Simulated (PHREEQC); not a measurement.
A solution holds 0.017 mol/kgw NH3, 0.0003 mol/kgw K2SiO3 and 0.29 mol/kgw (CH3)4NCl, at 45 °C. Closed to the air; pH follows from the charge balance.

Equilibrium calculation in PHREEQC: ion-association model, wateq4f.dat.

| quantity | before | after |
|---|---|---|
| NH3 (mol/kgw) | 0.0164 | 0.00314 |
| NH4+ (mol/kgw) | 0.000635 | 0.000264 |

Question: Which change was made?
(A) K2SiO3 from 0.0003 to 0.00033 mol/kgw
(B) diluted 5-fold with water
(C) (CH3)4NCl left out
(D) K2SiO3 left out

Answer: B, diluted 5-fold with water

No solid was allowed to form. (CH3)4N+ isn't in the database: it is added as a free cation with an ion size of 4 Å. At this temperature some constants are extrapolated from 25 °C, and those without enthalpy data are left unchanged.
